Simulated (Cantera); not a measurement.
Input: 1 mol Al₂O₃, 3.2 mol H₂, equilibrated at 2573.15 K and 135 Torr.

Method: chemical equilibrium by Gibbs-energy minimisation in Cantera with the NASA 1993 tables (ideal gas, pure condensed phases). Candidate condensed phases: Al, Al₂O₃, H₂O; 19 gas species. The tables' values for AlOH are old estimates; treat these amounts as uncertain. The numbers say what is thermodynamically allowed, not how fast it happens.

Base state: H₂ 0.906, H 0.0771, H₂O 0.0101, Al 0.00369, Al₂O 0.00203, AlOH 0.000712, OH 0.000192, AlO 0.000164 (mole fractions); condensed: Al₂O₃(l).

Q: What changes in the equilibrium state with this change: temperature from 2573.15 K to 2500 K?

A: 
```csv
species,before,after
H₂,0.906,0.931
H,0.0771,0.0572
H₂O,0.0101,0.00701
Al,0.00369,0.00256
O,1.06e-5,3.61e-6
OH,0.000192,8.92e-5
"Al₂O₃(l), mol",0.985,0.990
```
